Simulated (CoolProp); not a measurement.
Vapour-liquid equilibrium of CHF3 (R23) (1) + R152A (2) at -44.75 °C; x and y are mole fractions of (1).

Model: multi-fluid Helmholtz-energy mixture model, Penoncello 2003 and Outcalt 1996; pair parameters Bell 2016, in CoolProp.

Question: Give the bubble pressure and the first vapour's composition at x = 0.2, 0.5, 0.725. Is there an azeotrope?

Answer: x = 0.2: 0.1312 MPa, y = 0.766; x = 0.5: 0.2925 MPa, y = 0.930; x = 0.725: 0.4227 MPa, y = 0.972. No azeotrope shows between x = 0.05 and 0.95.

The pair parameters rest on a limited set of measurements; away from them the model extrapolates.
